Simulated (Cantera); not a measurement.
Cantera run:

```python
import numpy as np
import cantera as ct

gas_names = """
    H H2 N NH NH2 NH3 N2 N2H2 N2H4 Si SiH SiH2 SiH3 SiH4 SiN Si2 Si2N Si3
""".split()
cond_names = """
    Si(cr) Si(L) Si3N4(a)
""".split()


# ... load() reads the species with a 1 bar reference pressure and builds the phases ...
atoms = {
    'SiH4': {'Si': 1, 'H': 4},
    'N2': {'N': 2},
}
top_T = {'Si3N4(a)': 2400}  # K; cautious upper limits of use, not melting points


# ... equilibrate(T, P, feed) seeds the gas with the atoms and calls Mixture.equilibrate('TP', solver="vcs", rtol=1e-11, max_steps=5000) ...
results = []
feed = {'SiH4': 1, 'N2': 200}  # mol
T = 1698  # K
P = 92000  # Pa
mix = equilibrate(T, P, feed)
results.append((T, P, feed, dict(zip(mix.species_names, mix.species_moles))))
print(gas.report(threshold=0.0001))
for i in range(1, mix.n_phases):
    print(f"{mix.phase(i).name:16s} {mix.phase_moles(i):12.5e} mol")
```

Result:

```
       temperature   1698 K
          pressure   92000 Pa
           density   0.18087 kg/m^3
  mean mol. weight   27.756 kg/kmol
   phase of matter   gas

                          1 kg             1 kmol
                     ---------------   ---------------
          enthalpy        1.6317e+06         4.529e+07  J
   internal energy        1.1231e+06        3.1172e+07  J
           entropy            8889.4        2.4673e+05  J/K
    Gibbs function       -1.3462e+07       -3.7366e+08  J
 heat capacity c_p            1272.5             35320  J/K
 heat capacity c_v            972.97             27005  J/K

                      mass frac. Y      mole frac. X     chem. pot. / RT
                     ---------------   ---------------   ---------------
                H2        0.00072098         0.0099261           -23.667
                N2           0.99928           0.99006           -26.495
     [  +16 minor]        5.8881e-07        1.5073e-05

Si(L)             0.00000e+00 mol
Si3N4(a)          3.33332e-01 mol
```

Method: chemical equilibrium by Gibbs-energy minimisation in Cantera with the NASA 1993 tables (ideal gas, pure condensed phases).
